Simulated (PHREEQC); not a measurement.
0.011 g of hydrous ferric oxide (600 m²/g; 0.2 weak and 0.005 strong sites per Fe, Dzombak-Morel constants, diffuse double layer) in 1 kg of water with 0.1 mol/kgw of an inert sodium salt and 7e-08 mol NiCl2, 1.8e-07 mol NaF and 5.4e-05 mol SrCl2, at 25 °C; the pH is set by adding NaOH or the inert anion's acid. Oxygen alone is held at its pressure in air (log pO2 = -0.68). CO2 from the air is kept out. No solid was allowed to form.

Equilibrium calculation in PHREEQC: ion-association model, wateq4f.dat.

Problem. Predict Ni sorbed (%), Sr sorbed (%), surface charge σ (C/m²) at pH = 4.5, 7.5, 9, 12.

Solution. 
```json
[
 {"pH": "4.5", "Ni sorbed (%)": "0.0", "Sr sorbed (%)": "0.0", "surface charge σ (C/m²)": "0.272"},
 {"pH": "7.5", "Ni sorbed (%)": "77.3", "Sr sorbed (%)": "0.1", "surface charge σ (C/m²)": "0.023"},
 {"pH": "9", "Ni sorbed (%)": "99.2", "Sr sorbed (%)": "1.8", "surface charge σ (C/m²)": "-0.029"},
 {"pH": "12", "Ni sorbed (%)": "4.1", "Sr sorbed (%)": "23.6", "surface charge σ (C/m²)": "-0.066"}
]
```

Along this series the solution becomes supersaturated in solids that the run did not let form, among them Ni(OH)2.
